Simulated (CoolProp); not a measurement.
A closed Brayton cycle with carbon dioxide: compressor inlet 314.15 K and 8.2 MPa, high pressure 15.9 MPa, turbine inlet 830 K, compressor efficiency 0.89, turbine efficiency 0.85, recuperator effectiveness 0.95 (on enthalpy, no pinch check). Each further row changes one setting.

Values from CoolProp's reference Helmholtz-energy equation of state, Span 1996.

```csv
case,thermal efficiency (%),net work (kJ/kg),compressor to turbine work,compressor exit (K),turbine exit (K)
as stated,32.9,60.6,0.28,360.5,754.0
turbine inlet 780 K,31.3,55.0,0.30,360.5,706.8
compressor inlet 324.15 K,32.8,54.6,0.36,378.1,754.0
high pressure 13.5 MPa,30.4,47.2,0.27,348.9,772.5
recuperator effectiveness 0.5,15.5,60.6,0.28,360.5,754.0
```
